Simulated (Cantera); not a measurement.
Charge: 1 mol Fe₂O₃, 1.1 mol CH₄, 6.4 mol H₂, 3.1 mol C, 0.0032 mol H₂O, at 10.0 mbar.

Cantera equilibrium calculation (NASA polynomials, part measured and part estimated; ideal gas, pure solids and liquids). Candidate condensed phases: C, C₆H₆, C₇H₈, C₈H₁₈, Fe, Fe(CO)₅, FeO, Fe(OH)₂, Fe(OH)₃, Fe₂O₃, Fe₃O₄, H₂O; 114 gas species. Iron dissolves carbon and melts from about 1420 K in contact with it, which pure phases cannot show. Condensed phases not in the tables: cementite and carbon dissolved in iron. Kinetics and transport are ignored.

Task: What share of the Fe ends up in condensed phases as a function of T (K), at 1498, 1573, 1648, 1723, 1798, 1873, 1948, 2023, 2098, 2173, 2248, 2323, 2398?

Result: 
| T (K) | Fe condensed (%) | as |
|---|---|---|
| 1498 | 100.0 | Fe(γ) |
| 1573 | 100.0 | Fe(γ) |
| 1648 | 99.8 | Fe(γ) |
| 1723 | 99.5 | Fe(δ) |
| 1798 | 98.3 | Fe(δ) |
| 1873 | 95.4 | Fe(l) |
| 1948 | 88.1 | Fe(l) |
| 2023 | 71.1 | Fe(l) |
| 2098 | 31.9 | Fe(l) |
| 2173 | 0.0 | - |
| 2248 | 0.0 | - |
| 2323 | 0.0 | - |
| 2398 | 0.0 | - |
